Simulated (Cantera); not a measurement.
Input: 1 mol Ni, 0.18 mol NH₃, 100 mol H₂, equilibrated at 810 Pa.

Method: chemical equilibrium by Gibbs-energy minimisation in Cantera with the NASA 1993 tables (ideal gas, pure condensed phases). Candidate condensed phases: Ni; 10 gas species. Rates play no part. All values below are at 702 °C.

Base state: H₂ 0.999, N₂ 0.000897 (mole fractions); condensed: Ni(s).

Q: What changes in the equilibrium state with this change: NH₃ from 0.18 to 3.7 mol?

A: 
| species | before | after |
|---|---|---|
| H₂ | 0.999 | 0.983 |
| N₂ | 0.000897 | 0.0172 |
| Ni(s), mol | 1.00 | 1.00 |
